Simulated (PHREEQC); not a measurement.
# Nickel, zinc or cadmium bath: an equilibrium model

Consider water at 20 °C with 4.4 mmol/kgw ZnSO4 and 2 mmol/kgw NaHSO4. Closed to the air; pH follows from the charge balance.

All values are PHREEQC results (ion-association model, phreeqc.dat), not measurements.

| Quantity | Value |
|---|---|
| pH | 2.84 |
| ionic strength | 0.0178 mol/kgw |
| specific conductance | 1360 µS/cm |
| total alkalinity | -2.00 meq/kg |

| species | molality | activity | log γ |
|---|---|---|---|
| SO4-2 | 0.00468 | 0.00281 | -0.222 |
| Zn+2 | 0.00316 | 0.00190 | -0.221 |
| Na+ | 0.00197 | 0.00173 | -0.056 |
| H+ | 0.00160 | 0.00143 | -0.048 |
| ZnSO4 | 0.00120 | 0.00120 | 0.002 |
| HSO4- | 0.000400 | 0.000351 | -0.057 |
| Zn(SO4)2-2 | 4.81e-5 | 2.85e-5 | -0.227 |
| NaSO4- | 2.68e-5 | 2.36e-5 | -0.055 |
| ZnOH+ | 1.13e-9 | 9.88e-10 | -0.057 |

No solid was allowed to form.
